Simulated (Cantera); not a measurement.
A perfectly stirred reactor is fed with CO : O2 : H2O : N2 = 0.0024 : 0.037 : 0.0033 : 1 (molar parts), equivalence ratio 0.032, at 0.133 bar; it is held at 1348 K, and followed from long to short residence time.

Cantera simulation using GRI-Mech 3.0 (53 species, 325 reactions); the numbers are that mechanism's predictions, not measurements.

Problem. What does this change do: CO 0.0024 to 0.0044 parts?

Solution. 
| quantity | before | after |
|---|---|---|
| x(CO) at τ = 6.80 s | 2.44e-5 | 3.90e-5 |
| x(O2) at τ = 6.80 s | 0.0344 | 0.0334 |
| x(H2O) at τ = 6.80 s | 0.00315 | 0.00314 |
| x(OH) at τ = 6.80 s | 3.86e-5 | 4.70e-5 |
| x(H) at τ = 6.80 s | 9.60e-7 | 1.80e-6 |
| x(CO) at τ = 0.230 s | 0.000231 | 0.000366 |
| x(O2) at τ = 0.230 s | 0.0343 | 0.0334 |
| x(H2O) at τ = 0.230 s | 0.00309 | 0.00306 |
| x(OH) at τ = 0.230 s | 0.000107 | 0.000133 |
| x(H) at τ = 0.230 s | 2.16e-5 | 4.22e-5 |

Problem. What does this change do: pressure from 0.133 bar to 6.20 bar?

Solution. 
```
quantity                 before     after
---------------------  --------  --------
x(CO) at τ = 6.80 s     2.44e-5   6.14e-6
x(O2) at τ = 6.80 s      0.0344    0.0344
x(H2O) at τ = 6.80 s    0.00315   0.00317
x(OH) at τ = 6.80 s     3.86e-5   3.08e-6
x(H) at τ = 6.80 s      9.60e-7  7.68e-10
x(CO) at τ = 0.230 s   0.000231   7.50e-5
x(O2) at τ = 0.230 s     0.0343    0.0344
x(H2O) at τ = 0.230 s   0.00309   0.00316
x(OH) at τ = 0.230 s   0.000107   7.19e-6
x(H) at τ = 0.230 s     2.16e-5   1.62e-8
```
